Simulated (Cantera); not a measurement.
A closed system holds: 1 mol AlN, 20 mol F2, 5.3 mol H2, 21 mol H2O, equilibrated at 1948.15 K.

Cantera equilibrium calculation (NASA polynomials, part measured and part estimated; ideal gas, pure solids and liquids). Candidate condensed phases: Al, AlF3, AlN, Al2O3, H2O; 57 gas species. The numbers say what is thermodynamically allowed, not how fast it happens.

At 1.00 bar, list the 4 most abundant gas species with their mole fractions, and the condensed phases.

HF 0.715, H2O 0.136, O2 0.119, AlF2O 0.0188. Condensed: gas only.
